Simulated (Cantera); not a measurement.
A closed system holds: 1 mol Fe₂O₃, 42 mol H₂, 0.04 mol H₂O, at 2098.15 K and 0.100 bar.

Equilibrium computed with Cantera from the NASA thermochemical tables; the gas is ideal and each condensed phase is pure. Candidate condensed phases: Fe, FeO, Fe(OH)₂, Fe(OH)₃, Fe₂O₃, Fe₃O₄, H₂O; 12 gas species. Rates play no part.

Base state: H₂ 0.909, H₂O 0.0711, Fe 0.0104, H 0.00929, OH 8.62e-5, FeO 2.03e-5 (mole fractions); condensed: Fe(l).

Q: What changes in the equilibrium state with this change: 1.5 mol NH₃ added?

A: 
```json
[
 {"species": "H₂", "before": "0.909", "after": "0.898"},
 {"species": "H₂O", "before": "0.0711", "after": "0.0664"},
 {"species": "N₂", "before": "0", "after": "0.0164"},
 {"species": "Fe", "before": "0.0104", "after": "0.0104"},
 {"species": "OH", "before": "8.62e-5", "after": "8.10e-5"},
 {"species": "FeO", "before": "2.03e-5", "after": "1.92e-5"},
 {"species": "H", "before": "0.00929", "after": "0.00923"},
 {"species": "Fe(l), mol", "before": "1.56", "after": "1.52"}
]
```
